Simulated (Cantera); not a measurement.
Feed: 1 mol PbO, 0.1 mol CO, a varied amount of H2, held at 13.0 Pa.

Method: chemical equilibrium by Gibbs-energy minimisation in Cantera with the NASA 1993 tables (ideal gas, pure condensed phases). Candidate condensed phases: C, C6H6, C7H8, C8H18, H2O, Pb, PbO, PbO2, Pb3O4; 113 gas species. Equilibrium is a limit: real reactors are often held back by kinetics, nucleation or transport.

Stable condensed phases, one row left out:

```
T in °C \ n(H2) in mol
         5.5 7.5  10  14  19  26  36  48  66  90
    800    A   A   A   A   A   A   A   A   A   A
    775    A   A   A   A   A   A   A   A   A   A
    750    A   A   A   A   A   A   A   A   A   A
    725    B   A   A   A   A   A   A   A   A   A
    675    B   B   B   B   B   B   A   A   A   A
    650    B   B   B   B   B   B   B   B   A   A
    625    B   B   B   B   B   B   B   B   B   B
    600    B   B   B   B   B   B   B   B   B   B
```

A: gas only; B: Pb.

Question: Give the row for 700 °C.

Answer: 5.5: Pb; 7.5: Pb; 10: Pb; 14: gas only; 19: gas only; 26: gas only; 36: gas only; 48: gas only; 66: gas only; 90: gas only.
